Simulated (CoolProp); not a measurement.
Vapour-liquid equilibrium of nitrogen (1) + carbon monoxide (2) at 73.8 K; x and y are mole fractions of (1).

Computed with CoolProp (multi-fluid Helmholtz-energy mixture model, Span 2000 and Lemmon 2006; pair parameters Gernert 2013).

```csv
x,bubble pressure (kPa),y at the bubble point,dew pressure at overall composition x (kPa),liquid density (mol/L)
0.05,39.05,0.090,38.29,29.49
0.15,42.37,0.247,40.25,29.46
0.25,45.59,0.380,42.42,29.43
0.35,48.69,0.494,44.82,29.40
0.45,51.64,0.592,47.46,29.38
0.55,54.43,0.679,50.35,29.36
0.65,57.06,0.757,53.49,29.34
0.75,59.55,0.829,56.83,29.33
0.85,61.90,0.898,60.26,29.33
0.95,64.12,0.966,63.62,29.34
```

No azeotrope shows between x = 0.05 and 0.95.

Pair parameters are fitted to limited data, so mixtures are less certain than the pure fluids.
